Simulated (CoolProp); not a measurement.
A Linde-Hampson liquefier for CF4 (R14): isothermal reversible compression at 280 K from 1 atm to 20 MPa, throttling to 1 atm, return gas leaving the recuperator 10 K below the feed. Each further row changes one setting.

Computed with CoolProp (reference Helmholtz-energy equation of state, Platzer 1990). This equation is an older, rougher fit; its heat capacities, sound speeds and derivatives of the liquid may be far off and weren't checked against measurements.

| case | liquid yield per pass | compression work (kJ/kg of gas) |
|---|---|---|
| as stated | 0.310 | 121 |
| high pressure 40 MPa | 0.321 | 140 |
| warm-end temperature 310 K | 0.225 | 141 |
| warm-end gap 15 K | 0.298 | 121 |
